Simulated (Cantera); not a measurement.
A freely propagating, adiabatic, planar premixed flame of 43.8 % H2, 11.2 % O2, 42.1 % N2, 2.90 % H2O, equivalence ratio 2.0, unburnt at 300 K and 0.330 bar; mixture-averaged transport, grid criteria slope 0.08 and curve 0.16, no radiation.

Model: the H2/O2 subset of GRI-Mech 3.0, which has no nitrogen chemistry, integrated in Cantera. Burning velocities carry a grid error of a few per cent, more on coarse grids.

Question: Predict: laminar burning velocity; thermal thickness; peak x(OH); peak x(H); peak x(H2O2).

Answer: 
```
Quantity                    Result
------------------------  --------
laminar burning velocity  265 cm/s
thermal thickness          1.33 mm
peak x(OH)                 0.00326
peak x(H)                   0.0831
peak x(H2O2)               7.99e-5
```
